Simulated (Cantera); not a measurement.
A closed system holds: 1 mol HMDSO, a varied amount of O3, 40 mol H2, held at 1825 °C and 0.00290 bar.

Equilibrium computed with Cantera from the NASA thermochemical tables; the gas is ideal and each condensed phase is pure. Candidate condensed phases: C, C6H6, C7H8, C8H18, H2O, Si, SiC, SiO2; 123 gas species. The feed counts by its element totals alone. Gases not in the tables: Si2H6 and higher silanes. Kinetics and transport are ignored.

Task: What share of the Si ends up in condensed phases as a function of n(O3) (mol), at 0.076, 0.13, 0.21, 0.35, 0.59, 0.98, 1.6?

Result: 
```csv
n(O3) (mol),Si condensed (%),as
0.076,88.6,SiC(s)
0.13,88.5,SiC(s)
0.21,88.3,SiC(s)
0.35,88.0,SiC(s)
0.59,87.4,SiC(s)
0.98,86.5,SiC(s)
1.6,36.5,SiC(s)
```
